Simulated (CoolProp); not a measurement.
Properties of cyclohexane along the isotherm 346.85 °C (Tc = 280.5 °C, pc = 4081 kPa, ω = 0.209).

Computed with CoolProp (reference Helmholtz-energy equation of state, Zhou 2014).

```tsv
p (kPa)	phase	cp (kJ/(kg K))	speed of sound (m/s)
6.45	gas	2.753	252.0
12.2	gas	2.753	251.9
23.2	gas	2.754	251.7
44	gas	2.754	251.5
83.3	gas	2.756	250.9
158	gas	2.759	249.9
299	gas	2.764	248.0
568	gas	2.776	244.2
1080	gas	2.801	236.8
2040	gas	2.862	222.0
```
